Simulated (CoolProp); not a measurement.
Values from CoolProp's reference Helmholtz-energy equation of state, Lemmon 2003. It is a pseudo-pure fit of the blend.

Question: For R404A, give the phase and the speed of sound (m/s), Joule-Thomson coefficient (K/MPa), viscosity (µPa s), conductivity (mW/(m K)) at 226.85 °C and 59.1 kPa; 226.85 °C and 105 kPa.

Answer: 
- 226.85 °C and 59.1 kPa: gas; speed of sound 214, Joule-Thomson coefficient 3.74, viscosity 20.1, conductivity 28.2
- 226.85 °C and 105 kPa: gas; speed of sound 214, Joule-Thomson coefficient 3.75, viscosity 20.1, conductivity 28.3

Viscosity comes from a separate model (Geller 2000). Thermal conductivity comes from a separate model (Geller 2001).
